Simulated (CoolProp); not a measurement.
Vapour pressure (bar) of R245fa: the reference equation beside estimates from Tc = 427.0 K, pc = 36.51 bar, ω = 0.378.

Computed with CoolProp (reference Helmholtz-energy equation of state, Akasaka 2015).

| T (K) | reference | van der Waals | Soave-Redlich-Kwong |
|---|---|---|---|
| 256.7 | 0.2374 | 3.207 | 0.2364 |
| 263.4 | 0.3349 | 3.714 | 0.3336 |
| 270.1 | 0.4627 | 4.274 | 0.4613 |
| 276.8 | 0.6275 | 4.887 | 0.6261 |
| 283.6 | 0.8398 | 5.566 | 0.8387 |
| 290.3 | 1.101 | 6.295 | 1.101 |
| 297 | 1.424 | 7.083 | 1.425 |
| 303.7 | 1.816 | 7.933 | 1.819 |
| 310.4 | 2.287 | 8.848 | 2.294 |
| 317.2 | 2.858 | 9.843 | 2.869 |
| 323.9 | 3.522 | 10.89 | 3.540 |
| 330.6 | 4.297 | 12.01 | 4.324 |
| 337.3 | 5.197 | 13.20 | 5.236 |

Absolute difference from the reference over all 13 rows, mean and median: van der Waals 508.1 and 397.4 %, Soave-Redlich-Kwong 0.3 and 0.3 %.
